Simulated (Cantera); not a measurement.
Charge: 1 mol Si, 0.0098 mol O2, 37 mol H2, held at 1227 °C.

These are equilibrium values from Cantera (NASA tables, ideal gas, pure condensed phases), not measurements of a reactor. Candidate condensed phases: H2O, Si, SiO2; 18 gas species. Mutual solubility and eutectic melting of coexisting phases are not modelled. The tables hold silica as quartz up to 1696 K and as liquid above; real silica turns to tridymite and cristobalite and melts near 1996 K. Gases not in the tables: Si2H6 and higher silanes. Rates play no part.

Q: What share of the Si ends up in condensed phases as a function of P (Pa), at 0.100, 0.750, 5.60, 42, 320, 2400, 18000, 130000, 1000000?

A: 
| P (Pa) | Si condensed (%) | as |
|---|---|---|
| 0.100 | 58.1 | Si(s) |
| 0.750 | 92.8 | Si(s) |
| 5.60 | 97.3 | Si(s) |
| 42 | 97.9 | Si(s) |
| 320 | 98.0 | Si(s) |
| 2400 | 98.0 | Si(s) |
| 18000 | 98.0 | Si(s) |
| 130000 | 98.5 | Si(s) + SiO2(β-quartz) |
| 1000000 | 99.8 | Si(s) + SiO2(β-quartz) |
